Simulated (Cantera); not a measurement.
An isothermal, constant-pressure homogeneous reactor starts with CH4 : H2 = 1 : 1 (molar parts), at 1775 K and 53.3 Torr.

Cantera simulation using GRI-Mech 3.0 (53 species, 325 reactions); the numbers are that mechanism's predictions, not measurements. GRI-Mech 3.0 stops at C3 and has no aromatics, soot or wall deposition, so with more carbon than oxygen in the feed, carbon stays in small species such as C2H2 where larger ones or solid carbon would form.

x: mole fraction; the columns are a selection and need not sum to one.

| t (s) | x CH4 | x H2 | x C2H4 | x C2H | x CH3 | x C2H2 | x H |
|---|---|---|---|---|---|---|---|
| 0.000700 | 0.494 | 0.502 | 0.000692 | 1.27e-10 | 0.00314 | 4.95e-5 | ___ |
| 0.00169 | 0.470 | 0.515 | 0.00598 | 1.05e-8 | 0.00591 | 0.00204 | ___ |
| 0.00410 | 0.385 | 0.570 | 0.0127 | 1.57e-7 | 0.00599 | 0.0247 | ___ |
| 0.00993 | 0.262 | 0.654 | 0.00658 | 4.64e-7 | 0.00424 | 0.0718 | ___ |
| 0.0240 | 0.148 | 0.732 | 0.00224 | 7.90e-7 | 0.00258 | 0.114 | ___ |
| 0.0582 | 0.0684 | 0.786 | 0.000704 | 1.09e-6 | 0.00134 | 0.143 | ___ |
| 0.141 | 0.0270 | 0.814 | 0.000336 | 1.34e-6 | 0.000590 | 0.157 | 0.000884 |
| 0.341 | 0.0100 | 0.826 | 0.000277 | 1.49e-6 | 0.000236 | 0.163 | 0.000960 |
| 0.826 | 0.00397 | 0.830 | 0.000271 | 1.54e-6 | 9.56e-5 | 0.165 | 0.000989 |
| 2.00 | 0.00197 | 0.831 | 0.000271 | 1.56e-6 | 4.78e-5 | 0.166 | 0.000996 |

**Question.** Fill in the missing entries.

**Answer.** 
- 0.000700, x H: 0.000165
- 0.00169, x H: 0.000339
- 0.00410, x H: 0.000461
- 0.00993, x H: 0.000539
- 0.0240, x H: 0.000644
- 0.0582, x H: 0.000767
